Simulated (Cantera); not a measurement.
Input: 1 mol SiC, 0.012 mol N₂, 0.0076 mol Si, equilibrated at 2875 K and 20.0 Pa.

Cantera equilibrium calculation (NASA polynomials, part measured and part estimated; ideal gas, pure solids and liquids). Candidate condensed phases: C, Si, SiC, Si₃N₄; 20 gas species. The tables' values for SiN are old estimates; treat these amounts as uncertain. Rates play no part.

Base state: Si 0.623, SiC₂ 0.181, C₃ 0.115, C 0.0488, C₂ 0.0170, N₂ 0.00661, CN 0.00590, SiC 0.000987 (mole fractions); condensed: gas only.

**Question.** What changes in the equilibrium state with this change: temperature from 2875 K to 2248 K?

**Answer.** 
| species | before | after |
|---|---|---|
| N₂ | 0.00661 | 0.563 |
| Si | 0.623 | 0.370 |
| SiC₂ | 0.181 | 0.0403 |
| C₂ | 0.0170 | 2.61e-6 |
| C₃ | 0.115 | 2.89e-5 |
| C | 0.0488 | 1.71e-5 |
| Si₂C | 0.000607 | 0.0255 |
| C₄ | 0.000178 | 5.69e-9 |
| C₅ | 0.000627 | 2.41e-8 |
| Si₂N | 7.20e-8 | 8.16e-5 |
| Si₃ | 2.15e-8 | 2.01e-5 |
| SiC(s), mol | 0 | 0.998 |
